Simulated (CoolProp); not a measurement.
Octamethylcyclotetrasiloxane (D4) along the isobar 3.88 bar: Z from the reference equation and from simpler models built on Tc = 313.4 °C, pc = 13.47 bar, ω = 0.598; each cubic takes its own stable root.

Values from CoolProp's reference Helmholtz-energy equation of state, Thol 2015.

```
T (°C)   phase  reference  van der Waals  Redlich-Kwong  Soave-Redlich-Kwong
------  ------  ---------  -------------  -------------  -------------------
187.65  liquid    0.04006         0.8189        0.04909              0.04426
197.85  liquid    0.04000         0.8301        0.04938              0.04435
208.15  liquid    0.04002         0.8404              …              0.04458
218.35  liquid    0.04012         0.8496         0.8102              0.04496
228.55  liquid    0.04033         0.8581         0.8233              0.04556
238.75     gas     0.7959         0.8658         0.8352               0.8073
248.95     gas     0.8147         0.8729         0.8458               0.8238
259.25     gas     0.8311         0.8796         0.8556               0.8385
269.45     gas          …         0.8857         0.8644                    …
279.65     gas     0.8578         0.8913         0.8725                    …
289.85     gas     0.8689         0.8966         0.8799               0.8739
300.15     gas     0.8790         0.9015         0.8868               0.8836
```

Question: What belongs in the gaps?

Answer: 
- 208.15, Redlich-Kwong: 0.7954
- 269.45, reference: 0.8452
- 269.45, Soave-Redlich-Kwong: 0.8516
- 279.65, Soave-Redlich-Kwong: 0.8633

At some of these states van der Waals, Redlich-Kwong gives the other phase, because its saturation line lies elsewhere.
